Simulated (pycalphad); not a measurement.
Computed with pycalphad from the COST 507 light-alloy database (1999), at 1 atm. The database dates from 1999; later assessments differ in places, in temperatures and in the compounds included. Phase fractions are per mole of atoms.

### Question
Compare equilibrium and Scheil-Gulliver solidification of Hf-10.13C (at.%).

### Answer
Both start at the liquidus, 2858 °C. In full equilibrium the last liquid goes at 2340 °C (range 518 K), and at 2327 °C the alloy holds hcp. With no diffusion in the solid (Scheil-Gulliver, steps of 4 K) the liquid lasts to an invariant point at 2206 °C (range 652 K), where the last 0.14 of it freezes; the solid then holds hcp 0.77, fcc 0.14, bcc 0.09.

```csv
"last step ahead of the change, T (°C)",liquid left there,liquid composition there (at.%),solids forming below it
2858,1.00,10.1 C,fcc
2379,0.86,6.0 C,hcp
2206,0.14,1.4 C,bcc + hcp
```
Solids once formed stay as they are in this model, so peritectic reactions do not proceed; the changes are located to one step.

The fcc model also describes the rock-salt carbide or nitride (TiC, TiN, HfC).
